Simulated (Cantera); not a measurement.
What does this Cantera script print?

```python
import numpy as np
import cantera as ct

gas = ct.Solution("gri30.yaml")
gas.TPX = 1175, 160000, {'N2O': 1, 'N2': 0.1}
reactor = ct.IdealGasConstPressureReactor(gas, energy="off", clone=False)
net = ct.ReactorNet([reactor])
net.rtol, net.atol = 1e-08, 1e-18
show = ['N2O', 'O', 'NO', 'O2', 'N2']
times = np.geomspace(0.0001, 1, 10)

steps = ct.SolutionArray(gas, extra=["t"])
rows = []
print(f"{'t/s':>10s}{'T/K':>9s}{'P/Pa':>11s}" + "".join(f"{s:>11s}" for s in show))
for t in times:
    while net.time < t:
        t_next = net.step()
        steps.append(gas.state, t=t_next)
    rows.append([np.interp(t, steps.t, y) for y in (steps.T, steps.P, *steps(*show).X.T)])
    print(f"{t:10.3e}{rows[-1][0]:9.1f}{rows[-1][1]:11.4g}" + "".join(f"{x:11.3e}" for x in rows[-1][2:]))
rate = np.gradient(steps.T, steps.t)
print("integrator steps:", len(steps.t))
if steps.T.max() > steps.T[0] + 200:
    print(f"time of steepest temperature rise: {steps.t[rate.argmax()]:.4e} s")
gas.TPX = 1175, 160000, {'N2O': 1, 'N2': 0.1}
gas.equilibrate("TP")
print(f"equilibrium (TP): T = {gas.T:.1f} K  " + "  ".join(f"{s} {gas[s].X[0]:.3e}" for s in show))
```

It prints:

```
       t/s      T/K       P/Pa        N2O          O         NO         O2         N2
 1.000e-04   1175.0    1.6e+05  9.090e-01  1.118e-06  4.563e-06  2.174e-05  9.095e-02
 2.783e-04   1175.0    1.6e+05  9.089e-01  1.118e-06  1.307e-05  6.228e-05  9.103e-02
 7.743e-04   1175.0    1.6e+05  9.085e-01  1.118e-06  3.673e-05  1.750e-04  9.126e-02
 2.154e-03   1175.0    1.6e+05  9.075e-01  1.118e-06  1.024e-04  4.884e-04  9.189e-02
 5.995e-03   1175.0    1.6e+05  9.047e-01  1.116e-06  2.839e-04  1.357e-03  9.363e-02
 1.668e-02   1175.0    1.6e+05  8.970e-01  1.111e-06  7.806e-04  3.752e-03  9.844e-02
 4.642e-02   1175.0    1.6e+05  8.761e-01  1.094e-06  2.113e-03  1.025e-02  1.115e-01
 1.292e-01   1175.0    1.6e+05  8.220e-01  1.047e-06  5.505e-03  2.709e-02  1.453e-01
 3.594e-01   1175.0    1.6e+05  6.968e-01  9.341e-07  1.303e-02  6.625e-02  2.236e-01
 1.000e+00   1175.0    1.6e+05  4.700e-01  7.116e-07  2.521e-02  1.379e-01  3.664e-01
integrator steps: 732
equilibrium (TP): T = 1175.0 K  N2O 1.550e-08  O 6.494e-09  NO 1.843e-04  O2 3.124e-01  N2 6.874e-01
```

Computed with Cantera and GRI-Mech 3.0 (53 species, 325 reactions). GRI-Mech 3.0 was tuned for natural gas; its chemistry of N2O as a main component is partial and can be far from experiment. The mechanism lacks the step 2 NO + O2 → 2 NO2, which can matter for NO2 below about 1400 K. The temperature is held fixed by assumption; the heat of reaction is taken as removed at once.
